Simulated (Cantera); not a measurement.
Charge: 1 mol BN, 0.5 mol N2, equilibrated at 2450 K and 1.60 bar.

These are equilibrium values from Cantera (NASA tables, ideal gas, pure condensed phases), not measurements of a reactor. Candidate condensed phases: B, BN; 5 gas species. The numbers say what is thermodynamically allowed, not how fast it happens.

Base state: N2 1.000 (mole fractions); condensed: BN(s).

Task: What changes in the equilibrium state with this change: pressure from 1.60 bar to 19.0 Pa?

Result: 
| species | before | after |
|---|---|---|
| N2 | 1.000 | 0.719 |
| B | 4.89e-6 | 0.280 |
| BN | 2.58e-6 | 0.00137 |
| B2 | <1e-9 | 4.36e-5 |
| N | 1.44e-7 | 1.12e-5 |
| BN(s), mol | 1.000 | 0 |
| B(l), mol | 0 | 0.609 |
